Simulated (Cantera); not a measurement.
An isothermal, constant-pressure homogeneous reactor starts with N2O : H2 : N2 : O2 = 1 : 0.046 : 1 : 0.035 (molar parts), at 1050 K and 1800 Pa.

Model: GRI-Mech 3.0 (53 species, 325 reactions), integrated in Cantera. GRI-Mech 3.0 was tuned for natural gas; its chemistry of N2O as a main component is partial and can be far from experiment. Radical loss at walls, strong at low pressure, is not modelled. The mechanism lacks the step 2 NO + O2 → 2 NO2, which can matter for NO2 below about 1400 K. The temperature is held fixed by assumption; the heat of reaction is taken as removed at once.

x: mole fraction; the columns are a selection and need not sum to one.

```
t (s)     x N2O      x H2      x O       x H      x NO     x HO2    x O2
--------  -----  --------  -------  --------  --------  --------  ------
6.00e-5   0.481    0.0221  5.91e-9  2.37e-10  1.60e-11  1.13e-12  0.0168
0.000183  0.481    0.0221      ___       ___  1.42e-10  4.78e-12  0.0168
0.000561  0.481    0.0221  3.52e-8   1.67e-8   1.17e-9  4.54e-11  0.0168
0.00171   0.481    0.0221  5.64e-8   9.70e-8   8.85e-9  6.95e-10  0.0168
0.00524   0.481    0.0221      ___       ___       ___       ___  0.0168
0.0160    0.480    0.0220  5.25e-7   4.18e-6   1.50e-6   1.78e-7  0.0168
0.0490    0.472    0.0131  2.17e-5  0.000132  0.000143   5.50e-7  0.0166
0.150     0.460   0.00139  8.16e-7   1.99e-6  0.000312   6.29e-7  0.0166
0.458     0.459  0.000577  1.96e-7   2.04e-7  0.000319   2.30e-7  0.0167
1.40      0.458  0.000192  1.44e-7   3.78e-8  0.000325   1.46e-7  0.0168
4.28      0.457   1.97e-5  1.30e-7   2.70e-9  0.000332   1.37e-7  0.0171
13.1      0.455   6.71e-8  1.22e-7  9.95e-11  0.000370   1.58e-7  0.0180
40.0      0.448   3.14e-9  1.18e-7  8.25e-11  0.000595   1.25e-7  0.0206
```

Task: What belongs in the gaps?

Result: 
- 0.000183, x O: 1.60e-8
- 0.000183, x H: 2.13e-9
- 0.00524, x O: 1.00e-7
- 0.00524, x H: 4.76e-7
- 0.00524, x NO: 8.10e-8
- 0.00524, x HO2: 1.03e-8
